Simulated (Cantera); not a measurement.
Charge: 1 mol PbO, 1.8 mol CO, a varied amount of N2, held at 13.3 mbar.

Cantera equilibrium calculation (NASA polynomials, part measured and part estimated; ideal gas, pure solids and liquids). Candidate condensed phases: C, Pb, PbO, PbO2, Pb3O4; 27 gas species. Rates play no part.

Task: What condenses at these points (T in K, n(N2) in mol): (1275, 0.57); (1175, 3.1); (1450, 17); (1375, 3.1); (1250, 26)?

Result: 
```
T (K)  n(N2) in mol  condensed phases  Pb condensed (%)
-----  ------------  ----------------  ----------------
1275           0.57                Pb              60.9
1175            3.1                Pb              83.5
1450             17          gas only               0.0
1375            3.1          gas only               0.0
1250             26          gas only               0.0
```
